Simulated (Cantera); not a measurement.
Feed: 1 mol Pb, 0.12 mol CO, 0.44 mol N2, at 1300 K.

These are equilibrium values from Cantera (NASA tables, ideal gas, pure condensed phases), not measurements of a reactor. Candidate condensed phases: C, Pb, PbO, PbO2, Pb3O4; 27 gas species. Equilibrium is a limit: real reactors are often held back by kinetics, nucleation or transport.

x: gas mole fraction; n: condensed amount in mol.

```csv
P (Pa),x N2,x Pb,x CO,x CO2,x Pb2,n Pb(l),n C(graphite)
10,0.282,0.641,0.0769,3.06e-9,1.49e-6,0,0
100,0.282,0.641,0.0769,…,…,0,0
1000,…,…,…,…,…,…,0
10000,0.765,0.0262,0.209,2.25e-5,2.50e-6,0.985,1.29e-5
100000,0.784,0.00262,0.213,0.000235,2.50e-7,0.999,0.000132
1000000,0.787,0.000262,0.210,0.00228,2.50e-8,1.000,0.00128
```

Problem. What belongs in the gaps?

Solution. 
- 1000, x N2: 0.580
- 1000, x Pb: 0.262
- 1000, x CO: 0.158
- 1000, x CO2: 1.29e-6
- 1000, x Pb2: 2.50e-5
- 1000, n Pb(l): 0.801
- 100, x CO2: 3.06e-8
- 100, x Pb2: 1.49e-5
